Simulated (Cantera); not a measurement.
**Adiabatic ignition**

An adiabatic, constant-volume homogeneous reactor starts with 9.33 % CO, 12.1 % H2, 7.93 % CH4, 14.8 % O2, 55.8 % N2, at 1425 K and 0.670 bar.

Computed with Cantera and GRI-Mech 3.0 (53 species, 325 reactions).

```
t (s)     T (K)  P (bar)    x CO    x H2     x CH4    x C2H2    x HO2    x C2H6
--------  -----  -------  ------  ------  --------  --------  -------  --------
6.00e-6    1425    0.670  0.0933   0.121    0.0793    <1e-12  2.42e-7  6.01e-12
1.77e-5    1425    0.670  0.0933   0.121    0.0793    <1e-12  6.53e-7  5.66e-10
5.20e-5    1425    0.670  0.0933   0.121    0.0792  1.68e-12  2.13e-6   2.98e-7
0.000153   1509    0.709  0.0950   0.118    0.0689   8.73e-6  9.81e-5   0.00143
0.000451   2855     1.39   0.134  0.0926  1.06e-12    <1e-12  1.14e-6    <1e-12
0.00133    2854     1.39   0.135  0.0934  1.18e-12    <1e-12  1.06e-6    <1e-12
0.00391    2852     1.39   0.135  0.0937  1.19e-12    <1e-12  1.04e-6    <1e-12
0.0115     2852     1.39   0.135  0.0937  1.19e-12    <1e-12  1.04e-6    <1e-12
0.0340     2852     1.39   0.135  0.0937  1.19e-12    <1e-12  1.04e-6    <1e-12
0.100      2852     1.39   0.135  0.0937  1.19e-12    <1e-12  1.04e-6    <1e-12
```
x: mole fraction; the columns are a selection and need not sum to one.

- time of steepest temperature rise: 0.201 ms
- temperature at 0.100 s: 2852 K
- equilibrium temperature: 2852 K
- x(CO) at 0.100 s: 0.135 (gas-phase equilibrium 0.135)
- x(H2) at 0.100 s: 0.0937 (gas-phase equilibrium 0.0937)
- x(CH4) at 0.100 s: 1.19e-12 (gas-phase equilibrium 1.40e-12)
